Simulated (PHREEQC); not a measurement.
A column of 1 m (30 cells, dispersivity 0.08 m, 300 s a shift, diffusion coefficient 3e-10 m²/s) holds 0.0079 eq of the database's cation exchanger X per kg of pore water, first in equilibrium with 0.035 mol/kgw NH4Cl and 1e-05 mol/kgw HCl. It is flushed with 0.0013 mol CaCl2, 0.00072 mol KCl and 1e-05 mol HCl per kg of water, at 25 °C. Values are for the last cell. CO2 from the air is kept out. Precipitation was switched off in this run.

Model: ion-association model, phreeqc.dat, run in PHREEQC.

| pore volumes | K in solution (mol/kgw) | Ca in solution (mol/kgw) | NH4 in solution (mol/kgw) | Cl in solution (mol/kgw) | NH4X on the exchanger (mol/kgw) | KX on the exchanger (mol/kgw) |
|---|---|---|---|---|---|---|
| 0 | 0 | 0 | 0.0350 | 0.0350 | 0.00790 | 0 |
| 0.7167 | 3.40e-5 | 3.28e-8 | 0.0271 | 0.0271 | 0.00789 | 1.25e-5 |
| 1.417 | 0.000115 | 1.01e-8 | 0.00753 | 0.00766 | 0.00775 | 0.000149 |
| 2.117 | 0.000216 | 2.85e-9 | 0.00358 | 0.00380 | 0.00734 | 0.000559 |
| 2.817 | 0.000617 | 2.53e-9 | 0.00275 | 0.00338 | 0.00616 | 0.00174 |
| 3.517 | 0.00144 | 3.34e-6 | 0.00188 | 0.00333 | 0.00370 | 0.00355 |
| 4.217 | 0.000854 | 0.00112 | 0.000217 | 0.00333 | 7.85e-5 | 0.000389 |
| 4.917 | 0.000742 | 0.00127 | 3.02e-5 | 0.00333 | 1.04e-5 | 0.000321 |
| 5.617 | 0.000724 | 0.00130 | 4.89e-6 | 0.00333 | 1.67e-6 | 0.000311 |
| 6.317 | 0.000721 | 0.00130 | 8.39e-7 | 0.00333 | 2.86e-7 | 0.000309 |
| 7.017 | 0.000720 | 0.00130 | 1.48e-7 | 0.00333 | 5.03e-8 | 0.000309 |

Complexes and solids missing from the database can't appear.
